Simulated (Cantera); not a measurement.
Feed: 1 mol TEOS, 23 mol O₂, 59 mol H₂, 17 mol H₂O, equilibrated at 37.0 Pa.

Method: chemical equilibrium by Gibbs-energy minimisation in Cantera with the NASA 1993 tables (ideal gas, pure condensed phases). Candidate condensed phases: C, C₆H₆, C₇H₈, C₈H₁₈, H₂O, Si, SiC, SiO₂; 123 gas species. The feed counts by its element totals alone. Equilibrium is a limit: real reactors are often held back by kinetics, nucleation or transport. All values below are at 523 K.

Base state: H₂O 0.547, H₂ 0.367, CO₂ 0.0777, CH₄ 0.00817, CO 0.000579 (mole fractions); condensed: SiO₂(α-quartz).

### Question
What changes in the equilibrium state with this change: pressure from 37.0 Pa to 50.0 Pa?

### Answer
```csv
species,before,after
H₂O,0.547,0.558
H₂,0.367,0.355
CO₂,0.0777,0.0746
CH₄,0.00817,0.0120
CO,0.000579,0.000526
"SiO₂(α-quartz), mol",1.00,1.00
```
